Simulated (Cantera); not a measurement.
Charge: 1 mol SiH4, 0.0084 mol C3H8, 1300 mol H2, 1 mol N2, held at 0.170 bar.

Method: chemical equilibrium by Gibbs-energy minimisation in Cantera with the NASA 1993 tables (ideal gas, pure condensed phases). Candidate condensed phases: C, C6H6, C7H8, C8H18, Si, SiC, Si3N4; 105 gas species. Gases not in the tables: Si2H6 and higher silanes. Kinetics and transport are ignored.

Task: At 1950 K, list the 7 most abundant gas species with their mole fractions, and the condensed phases.

Result: H2 0.996, H 0.00277, N2 0.000759, Si 0.000140, SiH2 7.90e-5, SiH 4.41e-5, HCN 1.18e-5. Condensed: Si(l).
